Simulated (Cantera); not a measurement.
Input: 1 mol B2H6, 34 mol N2, 0.99 mol H2O, equilibrated at 13300 Pa.

Cantera equilibrium calculation (NASA polynomials, part measured and part estimated; ideal gas, pure solids and liquids). Candidate condensed phases: B, BN, B2O3, B3O3H3, H2O; 39 gas species. The feed counts by its element totals alone. N2 is the only nitrogen source here; it is nearly inert below about 1500 K, so the nitride shown seldom forms there in practice. Mutual solubility and eutectic melting of coexisting phases are not modelled. Kinetics and transport are ignored.

Problem. Which condensed phases are stable at each of these points (T (K)): 1023, 1173, 1323, 1473, 1623, 1773, 1923?

Solution. 
```csv
T (K),condensed phases,B condensed (%)
1023,BN(s) + B2O3(l),100.0
1173,BN(s) + B2O3(l),99.9
1323,BN(s) + B2O3(l),99.5
1473,BN(s) + B2O3(l),97.4
1623,BN(s) + B2O3(l),85.0
1773,BN(s),66.3
1923,BN(s),60.1
```

From 1023 K to 1623 K the condensed part is BN(s) + B2O3(l). From 1773 K to 1923 K the condensed part is BN(s).
